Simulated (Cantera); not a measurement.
An adiabatic, constant-pressure homogeneous reactor starts with H2 : O2 : N2 = 1 : 0.417 : 1.57 (molar parts), at 1550 K and 0.250 bar. Integrator tolerance rtol = 1e-08.

Model: the H2/O2 subset of GRI-Mech 3.0, which has no nitrogen chemistry, integrated in Cantera.

**Question.** What does this change do: pressure from 0.250 bar to 1.00 bar?

**Answer.** 
```
quantity                                                            before                                    after
---------------------------------  ---------------------------------------  ---------------------------------------
time of steepest temperature rise                                  43.8 µs                                  11.3 µs
temperature at 0.500 s                                              2761 K                                   2893 K
equilibrium temperature                                             2761 K                                   2893 K
x(H2) at 0.500 s                     0.0872 (gas-phase equilibrium 0.0872)    0.0847 (gas-phase equilibrium 0.0847)
x(O2) at 0.500 s                     0.0109 (gas-phase equilibrium 0.0109)  0.00868 (gas-phase equilibrium 0.00868)
x(OH) at 0.500 s                     0.0319 (gas-phase equilibrium 0.0319)    0.0301 (gas-phase equilibrium 0.0301)
x(H2O2) at 0.500 s                 1.48e-7 (gas-phase equilibrium 1.48e-7)  3.47e-7 (gas-phase equilibrium 3.47e-7)
x(HO2) at 0.500 s                  3.17e-6 (gas-phase equilibrium 3.17e-6)  5.06e-6 (gas-phase equilibrium 5.06e-6)
x(H2O) at 0.500 s                      0.242 (gas-phase equilibrium 0.242)      0.254 (gas-phase equilibrium 0.254)
x(H) at 0.500 s                      0.0424 (gas-phase equilibrium 0.0424)    0.0329 (gas-phase equilibrium 0.0329)
```
